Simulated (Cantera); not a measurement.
**Counterflow diffusion flame**

A counterflow diffusion flame at 0.610 bar, nozzles 20 mm apart: fuel side C3H8 = 1 (molar parts) at 500 K, oxidiser side O2 : N2 = 0.26 : 0.74 (molar parts) at 400 K, fuel mass flux 1.2 times the oxidiser's; mixture-averaged transport, no radiation.

Cantera simulation using GRI-Mech 3.0 (53 species, 325 reactions); the numbers are that mechanism's predictions, not measurements. GRI-Mech 3.0 was tuned for natural gas; its chemistry of propane as a main component is partial and can be far from experiment. GRI-Mech 3.0 has no aromatics or soot, which form on the fuel side of real flames. The maximum strain rate includes the flame's own expansion and is several times the mean.

| oxidiser flux (kg/m²/s) | max strain (1/s) | mean strain (1/s) | T max (K) | peak x OH | peak x H | peak x NO | peak x CO | peak x C2H2 |
|---|---|---|---|---|---|---|---|---|
| 0.15 | 210 | 28.0 | 2199 | 0.0120 | 0.00719 | 0.000393 | 0.0991 | 0.0523 |
| 0.22 | 293 | 41.0 | 2176 | 0.0119 | 0.00761 | 0.000358 | 0.0975 | 0.0503 |
| 0.32 | 408 | 59.7 | 2157 | 0.0118 | 0.00807 | 0.000328 | 0.0964 | 0.0487 |
| 0.46 | 562 | 85.8 | 2135 | 0.0115 | 0.00844 | 0.000294 | 0.0951 | 0.0467 |
| 0.67 | 785 | 125 | 2110 | 0.0112 | 0.00878 | 0.000254 | 0.0938 | 0.0442 |
| 0.97 | 1090 | 181 | 2085 | 0.0108 | 0.00907 | 0.000215 | 0.0932 | 0.0418 |
| 1.4 | 1520 | 261 | 2054 | 0.0102 | 0.00919 | 0.000172 | 0.0930 | 0.0386 |
| 2 | 2090 | 373 | 2019 | 0.00947 | 0.00914 | 0.000129 | 0.0936 | 0.0348 |
| 2.9 | 2930 | 541 | 1970 | 0.00843 | 0.00876 | 8.47e-5 | 0.0952 | 0.0295 |
x: mole fraction; the columns are a selection and need not sum to one.
